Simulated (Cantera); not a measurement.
A closed system holds: 1 mol SiF₄, a varied amount of NH₃, 0.8 mol H₂, equilibrated at 1000 °C and 1.40 mbar.

Method: chemical equilibrium by Gibbs-energy minimisation in Cantera with the NASA 1993 tables (ideal gas, pure condensed phases). Candidate condensed phases: Si, Si₃N₄; 37 gas species. Kinetics and transport are ignored.

Task: Which condensed phases are stable at each of these points (n(NH₃) (mol)): 1.2, 2.3, 3.4, 4.5, 5.6, 6.6, 7.7, 8.8, 9.9, 11, 12?

Result: 
```json
[
 {"n(NH₃) (mol)": "1.2", "condensed phases": "gas only", "Si condensed (%)": "0.0"},
 {"n(NH₃) (mol)": "2.3", "condensed phases": "gas only", "Si condensed (%)": "0.0"},
 {"n(NH₃) (mol)": "3.4", "condensed phases": "gas only", "Si condensed (%)": "0.0"},
 {"n(NH₃) (mol)": "4.5", "condensed phases": "gas only", "Si condensed (%)": "0.0"},
 {"n(NH₃) (mol)": "5.6", "condensed phases": "gas only", "Si condensed (%)": "0.0"},
 {"n(NH₃) (mol)": "6.6", "condensed phases": "Si₃N₄(s)", "Si condensed (%)": "0.1"},
 {"n(NH₃) (mol)": "7.7", "condensed phases": "Si₃N₄(s)", "Si condensed (%)": "0.2"},
 {"n(NH₃) (mol)": "8.8", "condensed phases": "Si₃N₄(s)", "Si condensed (%)": "0.4"},
 {"n(NH₃) (mol)": "9.9", "condensed phases": "Si₃N₄(s)", "Si condensed (%)": "0.5"},
 {"n(NH₃) (mol)": "11", "condensed phases": "Si₃N₄(s)", "Si condensed (%)": "0.6"},
 {"n(NH₃) (mol)": "12", "condensed phases": "Si₃N₄(s)", "Si condensed (%)": "0.7"}
]
```

From 1.2 mol NH₃ to 5.6 mol NH₃ nothing is condensed. From 6.6 mol NH₃ to 12 mol NH₃ the condensed part is Si₃N₄(s).
